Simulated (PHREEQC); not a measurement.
A PHREEQC input (ion-association model, phreeqc.dat):

```
SOLUTION 1
  temp 25
  units mg/L
  pH 6.58
  pe 8.5
  Na 0.129
  K 0.0191
  Ca 0.0227
  Mg 0.0136
  Cl 0.165
  S(6) 0.0108 as SO4
  Alkalinity 0.219 as HCO3
  B 7.65e-05
END
USE solution 1
EQUILIBRIUM_PHASES 1
  CO2(g -3.4 10
END
```

It stops with these messages:

```
ERROR: Phase not found in database, CO2(g.
ERROR: Calculations terminating due to input errors.
```

The fault: the phase CO2(g) misspelt. The line should read `CO2(g)` where the input has `CO2(g`. With the mend the run ends at pH 5.90 and ionic strength 1.09e-5 mol/kgw.
